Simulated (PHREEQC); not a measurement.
Solution (20 °C): 0.0025 mol/kgw ZnCl2, 0.0011 mol/kgw Na2SO4 and 5.1e-06 mol/kgw MnSO4. Closed to the air; pH follows from the charge balance.

The numbers come from PHREEQC with the ion-association model, phreeqc.dat.

```yaml
pH: 5.94
ionic_strength: 0.00995 mol/kgw
specific_conductance: 705 µS/cm
```

```json
[
 {"species": "Cl-", "molality": "0.00498", "activity": "0.00449", "log γ": "-0.045"},
 {"species": "Zn+2", "molality": "0.00228", "activity": "0.00153", "log γ": "-0.173"},
 {"species": "Na+", "molality": "0.00219", "activity": "0.00198", "log γ": "-0.044"},
 {"species": "SO4-2", "molality": "0.000890", "activity": "0.000597", "log γ": "-0.174"},
 {"species": "ZnSO4", "molality": "0.000205", "activity": "0.000205", "log γ": "0.001"},
 {"species": "ZnCl+", "molality": "1.64e-5", "activity": "1.47e-5", "log γ": "-0.045"},
 {"species": "NaSO4-", "molality": "6.34e-6", "activity": "5.74e-6", "log γ": "-0.043"},
 {"species": "Mn+2", "molality": "4.73e-6", "activity": "3.21e-6", "log γ": "-0.169"},
 {"species": "Zn(SO4)2-2", "molality": "1.56e-6", "activity": "1.04e-6", "log γ": "-0.177"},
 {"species": "H+", "molality": "1.26e-6", "activity": "1.15e-6", "log γ": "-0.039"},
 {"species": "ZnOH+", "molality": "1.09e-6", "activity": "9.88e-7", "log γ": "-0.044"},
 {"species": "MnSO4", "molality": "3.08e-7", "activity": "3.09e-7", "log γ": "0.001"}
]
```

No solid was allowed to form.
